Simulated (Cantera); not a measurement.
## Equilibrium for silicon epitaxy and polysilicon growth: SiCl4 + N2

Feed: 1 mol SiCl4, 3.5 mol N2, held at 0.100 bar.

Cantera equilibrium calculation (NASA polynomials, part measured and part estimated; ideal gas, pure solids and liquids). Candidate condensed phases: Si, Si3N4; 13 gas species. The tables' values for SiCl3 are old estimates; treat these amounts as uncertain. Kinetics and transport are ignored.

| T (K) | x N2 | x SiCl4 | x SiCl3 | x Cl | x Cl2 | x SiCl2 |
|---|---|---|---|---|---|---|
| 823 | 0.778 | 0.222 | 8.27e-9 | 2.64e-9 | 2.82e-9 | <1e-12 |
| 873 | 0.778 | 0.222 | 3.87e-8 | 1.52e-8 | 1.18e-8 | <1e-12 |
| 923 | 0.778 | 0.222 | 1.55e-7 | 7.19e-8 | 4.14e-8 | 4.33e-12 |
| 973 | 0.778 | 0.222 | 5.39e-7 | 2.87e-7 | 1.26e-7 | 3.74e-11 |
| 1023 | 0.778 | 0.222 | 1.67e-6 | 9.98e-7 | 3.37e-7 | 2.65e-10 |
| 1073 | 0.778 | 0.222 | 4.69e-6 | 3.07e-6 | 8.13e-7 | 1.58e-9 |
| 1123 | 0.778 | 0.222 | 1.21e-5 | 8.49e-6 | 1.79e-6 | 8.13e-9 |
| 1173 | 0.778 | 0.222 | 2.87e-5 | 2.14e-5 | 3.66e-6 | 3.65e-8 |
| 1223 | 0.778 | 0.222 | 6.38e-5 | 5.01e-5 | 7.01e-6 | 1.46e-7 |
| 1273 | 0.778 | 0.222 | 0.000133 | 0.000109 | 1.27e-5 | 5.25e-7 |
| 1323 | 0.778 | 0.222 | 0.000264 | 0.000224 | 2.18e-5 | 1.72e-6 |
| 1373 | 0.777 | 0.222 | 0.000497 | 0.000436 | 3.59e-5 | 5.16e-6 |
| 1423 | 0.777 | 0.221 | 0.000894 | 0.000809 | 5.71e-5 | 1.43e-5 |
| 1473 | 0.777 | 0.220 | 0.00154 | 0.00144 | 8.80e-5 | 3.69e-5 |
x: gas mole fraction; nothing condenses.

From 823 K to 1473 K nothing is condensed. The main Si-bearing gas is SiCl4 throughout.
